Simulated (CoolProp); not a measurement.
Vapour-liquid equilibrium of toluene (1) + o-xylene (2) at 343.5 K; x and y are mole fractions of (1).

Model: multi-fluid Helmholtz-energy mixture model, Lemmon 2006 and Zhou 2012; pair parameters Bell 2016, in CoolProp.

Question: Give the bubble pressure and the first vapour's composition at x = 0.25, 0.45, 0.55. Is there an azeotrope?

Answer: x = 0.25: 0.1329 bar, y = 0.517; x = 0.45: 0.1720 bar, y = 0.726; x = 0.55: 0.1913 bar, y = 0.798. No azeotrope shows between x = 0.05 and 0.95.

Pair parameters are fitted to limited data, so mixtures are less certain than the pure fluids. The gap from Raoult's law changes sign with composition, which may be real or a fault of the pair parameters; it wasn't checked against measurements.
